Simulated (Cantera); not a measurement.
## Equilibrium for fluorocarbon and chlorocarbon gases: CF4 + CH4

Charge: 1 mol CF4, 0.43 mol CH4, held at 2277 °C and 0.000440 bar.

Method: chemical equilibrium by Gibbs-energy minimisation in Cantera with the NASA 1993 tables (ideal gas, pure condensed phases). Candidate condensed phases: C, C6H6, C7H8, C8H18; 95 gas species. Kinetics and transport are ignored.

- x(F) = 0.535
- x(HF) = 0.427
- x(CF) = 0.0203
- x(CF2) = 0.0102
- x(H) = 0.00419
- x(C3) = 0.00242
- x(C) = 0.000742
- x(C2) = 0.000225
- x(C5) = 8.92e-6
- n(C(graphite)) = 1.27 mol
- gas amount = 3.990 mol
